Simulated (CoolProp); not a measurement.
Properties of dimethyl carbonate at several states.

The numbers come from the reference Helmholtz-energy equation of state, Zhou 2011 in CoolProp.

```csv
T (°C),p (bar),phase,density (kg/m³),cp (kJ/(kg K)),Joule-Thomson coefficient (K/MPa),isothermal compressibility (1/MPa)
120.35,27.9,liquid,934.4,2.030,-0.1973,0.002016
60.45,1.62,liquid,1016,1.891,-0.2861,0.001200
163.75,9.75,liquid,860.9,2.179,-0.06257,0.003481
247.45,0.444,gas,0.9276,1.718,7.821,22.61
122.75,0.305,gas,0.8400,1.434,17.63,33.00
```
